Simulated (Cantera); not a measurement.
Feed: 1 mol SiCl₄, 5 mol N₂O, at 675 K and 75.0 Torr.

Method: chemical equilibrium by Gibbs-energy minimisation in Cantera with the NASA 1993 tables (ideal gas, pure condensed phases). Candidate condensed phases: Si, SiO₂, Si₂N₂O, Si₃N₄; 23 gas species. Equilibrium is a limit: real reactors are often held back by kinetics, nucleation or transport.

Base state: N₂ 0.588, Cl₂ 0.235, O₂ 0.176 (mole fractions); condensed: SiO₂(α-quartz).

Task: What changes in the equilibrium state with this change: N₂O from 5 to 2 mol?

Result: 
```csv
species,before,after
N₂,0.588,0.500
Cl₂,0.235,0.500
O₂,0.176,2.44e-9
"SiO₂(α-quartz), mol",1.00,1.00
```

Task: What changes in the equilibrium state with this change: N₂O from 5 to 0.18 mol?

Result: 
```tsv
species	before	after
SiCl₄	<1e-9	0.717
N₂	0.588	0.142
Cl₂	0.235	0.142
O₂	0.176	<1e-9
SiO₂(α-quartz), mol	1.00	0.0900
```

Task: What changes in the equilibrium state with this change: temperature from 675 K to 2075 K?

Result: 
```json
[
 {"species": "N₂", "before": "0.588", "after": "0.479"},
 {"species": "Cl", "before": "4.63e-7", "after": "0.358"},
 {"species": "O₂", "before": "0.176", "after": "0.141"},
 {"species": "Cl₂", "before": "0.235", "after": "0.0136"},
 {"species": "O", "before": "<1e-9", "after": "0.00138"},
 {"species": "NO", "before": "1.25e-7", "after": "0.00597"},
 {"species": "ClO", "before": "1.37e-8", "after": "0.000607"},
 {"species": "SiO₂(α-quartz), mol", "before": "1.00", "after": "0"},
 {"species": "SiO₂(l), mol", "before": "0", "after": "1.000"}
]
```
The tables hold silica as quartz up to 1696 K and as liquid above; real silica turns to tridymite and cristobalite and melts near 1996 K.
